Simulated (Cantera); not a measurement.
A perfectly stirred reactor is fed with CO : H2 : CH4 : O2 : N2 : H2O = 1 : 0.13 : 0.17 : 1.56 : 5.87 : 0.5 (molar parts), at 7500 Torr; it is adiabatic with a 725 K inlet, and is followed from long to short residence time, starting on the burning branch (τ in s: 0.42, 0.15, 0.056, 0.02, 0.0073, 0.0026, 0.00096, 0.00035, 0.00013, 4.6e-05).

Detailed kinetics in Cantera: GRI-Mech 3.0 (53 species, 325 reactions).

| quantity | before | after |
|---|---|---|
| blow-out, bracketed by the residence times tried | burning at 46.0 µs, the shortest tried | burning at 0.130 ms, out at 46.0 µs |
| x(CO) at τ = 0.420 s | 0.000345 | 0.00111 |
| x(H2) at τ = 0.420 s | 5.83e-5 | 0.000185 |
| x(CH4) at τ = 0.420 s | 7.35e-8 | 3.28e-7 |
| x(H) at τ = 0.420 s | 5.88e-6 | 3.38e-5 |
| x(H2O2) at τ = 0.420 s | 2.15e-7 | 7.08e-8 |
| x(CO) at τ = 2.60 ms | 0.00175 | 0.0103 |
| x(H2) at τ = 2.60 ms | 0.000158 | 0.00157 |
| x(CH4) at τ = 2.60 ms | 7.55e-6 | 1.45e-5 |
| x(H) at τ = 2.60 ms | 2.23e-5 | 0.000923 |
| x(H2O2) at τ = 2.60 ms | 3.19e-7 | 2.09e-7 |

Which change was made?
A) inlet temperature 725 to 475 K
B) H2 0.13 to 0.093 parts
C) pressure from 7500 Torr to 825 Torr
D) N2 5.87 to 4.4 parts

C, pressure from 7500 Torr to 825 Torr
